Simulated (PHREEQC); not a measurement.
Solution (20 °C): 0.14 mol/kgw HNO3, 5.9e-05 mol/kgw ZnSO4 and 0.033 mol/kgw CuCl2. It is in equilibrium with CO2 at log p = 0 (atm). Otherwise closed; pH follows from the charge balance.

Computed with PHREEQC (ion-association model, phreeqc.dat).

Question: The ionic strength comes out as 0.236 mol/kgw. What activity coefficients do HSO4-, SO4-2, Zn+2, ZnCl+, CuCl+ get?

Answer: HSO4- 0.74, SO4-2 0.28, Zn+2 0.28, ZnCl+ 0.71, CuCl+ 0.71.

Precipitation was switched off in this run.
